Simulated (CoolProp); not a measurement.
Toluene along the isotherm 605.4 K: Z from the reference equation and from simpler models built on Tc = 591.7 K, pc = 4.126 MPa, ω = 0.266; each cubic takes its own stable root.

Model: reference Helmholtz-energy equation of state, Lemmon 2006, in CoolProp. It is a short technical equation, of lower accuracy than the large ones.

```
p (MPa)          phase  reference  van der Waals  Soave-Redlich-Kwong  Peng-Robinson
-------  -------------  ---------  -------------  -------------------  -------------
2.95               gas     0.7051         0.7465               0.7279         0.7043
5.89     supercritical     0.2486         0.3497               0.3128         0.2854
8.84     supercritical     0.3217         0.4554               0.3824         0.3455
11.8     supercritical     0.4034         0.5682               0.4660         0.4201
14.7     supercritical     0.4828         0.6775               0.5478         0.4932
17.7     supercritical     0.5636         0.7887               0.6309         0.5677
20.6     supercritical     0.6404         0.8945               0.7097         0.6385
23.6     supercritical     0.7186          1.002                  ___            ___
26.5     supercritical     0.7931          1.105               0.8659         0.7790
29.5     supercritical     0.8692          1.211                  ___         0.8489
32.4     supercritical     0.9419          1.311                1.018         0.9156
35.4     supercritical      1.016          1.415                1.094         0.9839
38.3     supercritical      1.087          1.514                1.166          1.049
41.3     supercritical      1.160          1.616                1.240          1.116
```

### Question
Complete the blanks.

### Answer

- 23.6, Soave-Redlich-Kwong: 0.7897
- 23.6, Peng-Robinson: 0.7104
- 29.5, Soave-Redlich-Kwong: 0.9436
